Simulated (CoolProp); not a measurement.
Vapour-liquid equilibrium of R1234yf (1) + R134a (2) at 0.317 MPa; x and y are mole fractions of (1).

Values from CoolProp's multi-fluid Helmholtz-energy mixture model, Lemmon 2022 and Tillner-Roth 1994; pair parameters Bell 2022.

```
x      bubble temperature (°C)  y at the bubble point  dew temperature at overall composition x (°C)  liquid density (mol/L)
-----  -----------------------  ---------------------  ---------------------------------------------  ----------------------
0.05                       1.7                  0.064                                            1.8                   12.48
0.125                      1.1                  0.152                                            1.3                   12.28
0.2                        0.6                  0.233                                            0.8                   12.08
0.275                      0.2                  0.308                                            0.4                   11.89
0.35                      -0.1                  0.380                                            0.0                   11.71
0.425                     -0.3                  0.449                                           -0.3                   11.53
0.5                       -0.5                  0.517                                           -0.5                   11.36
0.575                     -0.6                  0.584                                           -0.6                   11.19
0.65                      -0.7                  0.651                                           -0.7                   11.02
0.725                     -0.7                  0.720                                           -0.6                   10.86
0.8                       -0.6                  0.791                                           -0.5                   10.71
0.875                     -0.4                  0.865                                           -0.4                   10.56
0.95                      -0.1                  0.944                                           -0.1                   10.41
```

y crosses x between x = 0.65 and 0.725: the model has an azeotrope there.

Pair parameters are fitted to limited data, so mixtures are less certain than the pure fluids.
